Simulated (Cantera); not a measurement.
Charge: 1 mol Al(CH3)3, 52 mol N2, equilibrated at 402 °C and 0.220 bar.

These are equilibrium values from Cantera (NASA tables, ideal gas, pure condensed phases), not measurements of a reactor. Candidate condensed phases: Al, AlN, C, C6H6, C7H8, C8H18; 97 gas species. The feed counts by its element totals alone. Rates play no part.

Base state: N2 0.930, H2 0.0589, CH4 0.0111, NH3 3.97e-5 (mole fractions); condensed: AlN(s) + C(graphite).

Question: What changes in the equilibrium state with this change: temperature from 402 °C to 1802 °C?

Answer: 
```tsv
species	before	after
N2	0.930	0.915
H2	0.0589	0.0765
HCN	<1e-9	0.00519
CH4	0.0111	4.52e-7
Al	<1e-9	0.000818
H	<1e-9	0.00157
HNC	<1e-9	0.000336
C2H2 (acetylene)	<1e-9	9.50e-5
AlH	<1e-9	2.53e-5
AlN(s), mol	1.00	0.953
C(graphite), mol	2.38	2.68
```
